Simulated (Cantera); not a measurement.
Input (Python, Cantera) and output of one run.

```python
import numpy as np
import cantera as ct

gas_names = """
    C CH CH2 CH3 CH2OH CH3O CH4 CH3OH CN CO CO2 COOH C2 C2H CHCO,ketyl C2H2,acetylene C2H2,vinylidene
    CH2CO,ketene C2H3,vinyl CH3CN CH3CO,acetyl C2H4 C2H4O,ethylen CH3CHO,ethanal CH3COOH (HCOOH)2 C2H5
    C2H6 CH3OCH3 C2H5OH CCN CNC C2N2 C2O C3 C3H3,propargyl C3H4,allene C3H4,propyne C3H4,cyclo-
    C3H5,allyl C3H6,propylene C3H6,cyclo- C3H6O C3H7,n-propyl C3H7,i-propyl C3H8 C3H8O,1propanol
    C3H8O,2propanol C3O2 C4 C4H2 C4H4,1,3-cyclo- C4H6,butadiene C4H6,2-butyne C4H6,cyclo- C4H8,1-butene
    C4H8,cis2-buten C4H8,tr2-butene C4H8,isobutene C4H8,cyclo- (CH3COOH)2 C4H9,n-butyl C4H9,i-butyl
    C4H9,s-butyl C4H9,t-butyl C4H10,isobutane C4H10,n-butane C4N2 C5 C5H6,1,3cyclo- C5H8,cyclo-
    C5H10,1-pentene C5H10,cyclo- C5H11,pentyl C5H11,t-pentyl C5H12,n-pentane C5H12,i-pentane
    CH3C(CH3)2CH3 C6H2 C6H5,phenyl C6H5O,phenoxy C6H6 C6H5OH,phenol C6H10,cyclo- C6H12,1-hexene
    C6H12,cyclo- C6H13,n-hexyl C7H7,benzyl C7H8 C7H8O,cresol C7H14,1-heptene C7H15,n-heptyl
    C7H16,n-heptane C8H8,styrene C8H10,ethylbenz C8H16,1-octene C8H17,n-octyl C8H18,isooctane
    C8H18,n-octane C9H19,n-nonyl C10H8,naphthale C10H21,n-decyl C12H9,o-bipheny C12H10,bipheny H HCN HCO
    HCCN HNC HNCO HNO HNO2 HNO3 HO2 H2 HCHO,formaldehy HCOOH H2O H2O2 N NCO NH NH2 NH3 NH2OH NO NO2 NO3
    N2 N2H2 N2H4 N2O O OH O2 O3
""".split()
cond_names = """
    C(gr) C6H6(L) C7H8(L) C8H18(L),n-octa H2O(s) H2O(L)
""".split()


def load(file, names, dense=False):
    # The tables refer to 1 bar. Condensed volumes are neglected.
    table = {s.name: s for s in ct.Species.list_from_file(file)}
    out = []
    for n in names:
        d = dict(table[n].input_data)
        d["thermo"] = dict(d["thermo"], **{"reference-pressure": 1e5})
        if dense:
            d["equation-of-state"] = {"model": "constant-volume", "density": "1e6 g/cm^3"}
        out.append(ct.Species.from_dict(d))
    return out


gas = ct.Solution(thermo="ideal-gas", species=load("nasa_gas.yaml", gas_names))
cond = {s.name: ct.Solution(thermo="fixed-stoichiometry", species=[s], name=s.name)
        for s in load("nasa_condensed.yaml", cond_names, dense=True)}
atoms = {
    'acetone': {'C': 3, 'H': 6, 'O': 1},
    'NH3': {'N': 1, 'H': 3},
    'N2': {'N': 2},
}
top_T = {'C(gr)': 4500}  # K; cautious upper limits of use, not melting points


def equilibrate(T, P, feed):
    n = {}
    for name, mol in feed.items():
        for a, k in atoms[name].items():
            n[a] = n.get(a, 0.0) + k * mol
    gas.TPX = T, P, n
    mass = sum(n.values()) * gas.mean_molecular_weight
    gas.equilibrate("TP")
    valid = [c for c in cond.values() if c.min_temp <= T <= top_T.get(c.name, c.max_temp)]
    mix = ct.Mixture([(gas, mass / gas.mean_molecular_weight)] + [(c, 0.0) for c in valid])
    mix.T, mix.P = T, P
    mix.equilibrate("TP", solver="vcs", rtol=1e-11, max_steps=5000)
    return mix


results = []
feed = {'acetone': 1, 'NH3': 0.41, 'N2': 11}  # mol
T = 1775  # K
for P in [10, 46, 220, 1000, 4600, 22000, 100000, 460000, 2200000, 10000000]:
    mix = equilibrate(T, P, feed)
    results.append((T, P, feed, dict(zip(mix.species_names, mix.species_moles))))
    x = sorted(zip(gas.X, gas.species_names), reverse=True)
    print(f"T = {T:g} K  P = {P:g} Pa  gas = {mix.phase_moles(0):.4g} mol")
    print("   x: " + "  ".join(f"{s} {v:.3e}" for v, s in x if v > 1e-06))
    print("   condensed (mol): " + ("  ".join(f"{mix.phase(i).name} {mix.phase_moles(i):.4g}"
          for i in range(1, mix.n_phases) if mix.phase_moles(i) > 1e-12) or "none"))
```

Result:

```
T = 1775 K  P = 10 Pa  gas = 15.93 mol
   x: N2 7.024e-01  H2 2.191e-01  CO 6.278e-02  H 1.355e-02  HCN 2.128e-03  HNC 7.629e-05  C2H2,acetylene 3.119e-05  CN 1.721e-06
   condensed (mol): C(gr) 1.964
T = 1775 K  P = 46 Pa  gas = 15.87 mol
   x: N2 7.049e-01  H2 2.234e-01  CO 6.301e-02  H 6.379e-03  HCN 2.153e-03  HNC 7.719e-05  C2H2,acetylene 3.181e-05
   condensed (mol): C(gr) 1.964
T = 1775 K  P = 220 Pa  gas = 15.84 mol
   x: N2 7.061e-01  H2 2.256e-01  CO 6.312e-02  H 2.931e-03  HCN 2.165e-03  HNC 7.762e-05  C2H2,acetylene 3.212e-05
   condensed (mol): C(gr) 1.963
T = 1775 K  P = 1000 Pa  gas = 15.83 mol
   x: N2 7.067e-01  H2 2.265e-01  CO 6.317e-02  HCN 2.171e-03  H 1.378e-03  HNC 7.782e-05  C2H2,acetylene 3.225e-05
   condensed (mol): C(gr) 1.963
T = 1775 K  P = 4600 Pa  gas = 15.83 mol
   x: N2 7.069e-01  H2 2.270e-01  CO 6.319e-02  HCN 2.173e-03  H 6.429e-04  HNC 7.791e-05  C2H2,acetylene 3.231e-05  CH4 1.984e-06
   condensed (mol): C(gr) 1.963
T = 1775 K  P = 22000 Pa  gas = 15.82 mol
   x: N2 7.071e-01  H2 2.272e-01  CO 6.320e-02  HCN 2.175e-03  H 2.941e-04  HNC 7.795e-05  C2H2,acetylene 3.234e-05  CH4 9.503e-06  H2O 1.021e-06
   condensed (mol): C(gr) 1.963
T = 1775 K  P = 100000 Pa  gas = 15.82 mol
   x: N2 7.071e-01  H2 2.272e-01  CO 6.320e-02  HCN 2.175e-03  H 1.380e-04  HNC 7.796e-05  CH4 4.321e-05  C2H2,acetylene 3.235e-05  H2O 4.643e-06  NH3 2.802e-06
   condensed (mol): C(gr) 1.963
T = 1775 K  P = 460000 Pa  gas = 15.82 mol
   x: N2 7.073e-01  H2 2.269e-01  CO 6.320e-02  HCN 2.174e-03  CH4 1.983e-04  HNC 7.792e-05  H 6.429e-05  C2H2,acetylene 3.231e-05  H2O 2.133e-05  NH3 1.287e-05  CO2 1.597e-06  CH3 1.138e-06
   condensed (mol): C(gr) 1.961
T = 1775 K  P = 2.2e+06 Pa  gas = 15.8 mol
   x: N2 7.079e-01  H2 2.255e-01  CO 6.316e-02  HCN 2.168e-03  CH4 9.366e-04  H2O 1.013e-04  HNC 7.771e-05  NH3 6.099e-05  C2H2,acetylene 3.211e-05  H 2.930e-05  CO2 7.628e-06  C2H4 4.442e-06  CH3CN 3.278e-06  CH3 2.466e-06
   condensed (mol): C(gr) 1.95
T = 1775 K  P = 1e+07 Pa  gas = 15.74 mol
   x: N2 7.104e-01  H2 2.195e-01  CO 6.300e-02  CH4 4.033e-03  HCN 2.143e-03  H2O 4.470e-04  NH3 2.667e-04  HNC 7.680e-05  CO2 3.449e-05  C2H2,acetylene 3.125e-05  C2H4 1.913e-05  CH3CN 1.433e-05  H 1.356e-05  CH3 5.049e-06
   condensed (mol): C(gr) 1.907
```

Cantera equilibrium calculation (NASA polynomials, part measured and part estimated; ideal gas, pure solids and liquids). The feed counts by its element totals alone. The ideal-gas law is rough above about 30 bar.
